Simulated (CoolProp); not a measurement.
The fluid at 290.72 K and 0.496 MPa (gas) is heated at constant pressure to 404.4 K. The same conditions are run with several fluids, on thermodynamics alone (safety and materials aside).

Computed with CoolProp (reference Helmholtz-energy equation of state of each fluid (R125: Lemmon 2005; nitrogen: Span 2000; dry air: Lemmon 2000; R22: Kamei 1995)). Blends and air are pseudo-pure fits.

### Question
Rank R125, nitrogen, dry air, R22 by heat (kJ/kg), highest first.

### Answer
nitrogen (119), dry air (115), R125 (101), R22 (84.8)

```
fluid     final density (kg/m³)
--------  ---------------------
R125                       18.2
nitrogen                   4.13
dry air                    4.27
R22                        13.1
```
